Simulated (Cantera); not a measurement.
Charge: 1 mol CaCO3, 0.17 mol O2, 0.19 mol CO2, held at 1577 °C and 0.133 bar.

Cantera equilibrium calculation (NASA polynomials, part measured and part estimated; ideal gas, pure solids and liquids). Candidate condensed phases: C, Ca, CaCO3, CaO; 15 gas species. Rates play no part.

Base state: CO2 0.872, O2 0.126, CO 0.00229, O 0.000187 (mole fractions); condensed: CaO(s).

Problem. What changes in the equilibrium state with this change: O2 from 0.17 to 0.5 mol?

Solution. 
| species | before | after |
|---|---|---|
| CO2 | 0.872 | 0.702 |
| O2 | 0.126 | 0.296 |
| CO | 0.00229 | 0.00120 |
| O | 0.000187 | 0.000287 |
| CaO(s), mol | 1.00 | 1.00 |

Problem. What changes in the equilibrium state with this change: pressure from 0.133 bar to 1.00 bar?

Solution. 
```json
[
 {"species": "CO2", "before": "0.872", "after": "0.874"},
 {"species": "O2", "before": "0.126", "after": "0.125"},
 {"species": "CO", "before": "0.00229", "after": "0.000840"},
 {"species": "O", "before": "0.000187", "after": "6.83e-5"},
 {"species": "CaO(s), mol", "before": "1.00", "after": "1.00"}
]
```
